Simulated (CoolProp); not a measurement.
Tetrahydrofuran along the isobar 0.491 MPa: Z from the reference equation and from simpler models built on Tc = 267.0 °C, pc = 5.304 MPa, ω = 0.234; each cubic takes its own stable root.

The numbers come from the reference Helmholtz-energy equation of state, Fiedler 2023 in CoolProp.

| T (°C) | phase | reference |
|---|---|---|
| 28.85 | liquid | 0.01606 |
| 50.15 | liquid | 0.01542 |
| 71.45 | liquid | 0.01489 |
| 92.85 | liquid | 0.01447 |
| 114.15 | liquid | 0.01415 |
| 135.45 | gas | 0.9182 |
| 156.85 | gas | 0.9311 |
| 178.15 | gas | 0.9414 |
| 199.45 | gas | 0.9497 |

Task: How far does each simpler model (van der Waals, Soave-Redlich-Kwong, Peng-Robinson) lie from the reference over these 9 states: mean and median of the absolute difference, and the worst?

Result: 
- van der Waals: mean 2111.6 %, median 62.5 %, worst +6517.7 % at 114.15 °C and 0.491 MPa
- Soave-Redlich-Kwong: mean 4.3 %, median 7.4 %, worst +8.1 % at 114.15 °C and 0.491 MPa
- Peng-Robinson: mean 2.8 %, median 4.5 %, worst -4.9 % at 71.45 °C and 0.491 MPa

At some of these states van der Waals gives the other phase, because its saturation line lies elsewhere.
